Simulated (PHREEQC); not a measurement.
# Hard or scaling water: speciation

Consider water at 60 °C with 0.023 mol/kgw MgCl2, 8.8e-05 mol/kgw NaF and 0.0025 mol/kgw NaCl. Closed to the air; pH follows from the charge balance.

The numbers come from PHREEQC with the ion-association model, phreeqc.dat.

This is a speciation only: nothing precipitates in the calculation.

**Question.** What pH, density does the model give?

**Answer.** pH 6.09; density 0.985 g/cm³.

**Question.** In which forms is F present?

**Answer.** MgF+ 52 %, F- 47 % of the F.

At this temperature some constants are extrapolated from 25 °C, and those without enthalpy data are left unchanged.
